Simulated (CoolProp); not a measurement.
Vapour-liquid equilibrium of n-heptane (1) + p-xylene (2) at 405.2 K; x and y are mole fractions of (1).

Computed with CoolProp (multi-fluid Helmholtz-energy mixture model, Span 2003 and Zhou 2012; pair parameters Bell 2016).

| x | bubble pressure, mixture model (kPa) | bubble pressure, Raoult's law (kPa) | y, mixture model | y, Raoult's law |
|---|---|---|---|---|
| 0.05 | 96.24 | 93.54 | 0.151 | 0.132 |
| 0.125 | (withheld) | 105.7 | 0.317 | 0.293 |
| 0.2 | (withheld) | 117.9 | 0.438 | 0.420 |
| 0.275 | 138.7 | 130.1 | 0.532 | 0.524 |
| 0.35 | (withheld) | 142.2 | 0.608 | 0.610 |
| 0.425 | 163.1 | 154.4 | 0.672 | 0.682 |
| 0.5 | 174.6 | 166.6 | 0.727 | 0.744 |
| 0.575 | (withheld) | 178.8 | 0.777 | 0.797 |
| 0.65 | 196.9 | 190.9 | 0.822 | 0.843 |
| 0.725 | 207.8 | 203.1 | (withheld) | 0.884 |
| 0.8 | 218.6 | 215.3 | (withheld) | 0.921 |
| 0.875 | (withheld) | 227.5 | 0.940 | 0.953 |
| 0.95 | 240.4 | 239.6 | (withheld) | 0.982 |

Task: Complete the blanks.

Result: 
- 0.125, bubble pressure, mixture model (kPa): 111.4
- 0.2, bubble pressure, mixture model (kPa): 125.5
- 0.35, bubble pressure, mixture model (kPa): 151.2
- 0.575, bubble pressure, mixture model (kPa): 185.9
- 0.725, y, mixture model: 0.863
- 0.8, y, mixture model: 0.903
- 0.875, bubble pressure, mixture model (kPa): 229.5
- 0.95, y, mixture model: 0.976

The largest gap from Raoult's law is +6.6 % in bubble pressure, at x = 0.275. No azeotrope shows between x = 0.05 and 0.95.

The pair parameters rest on a limited set of measurements; away from them the model extrapolates.
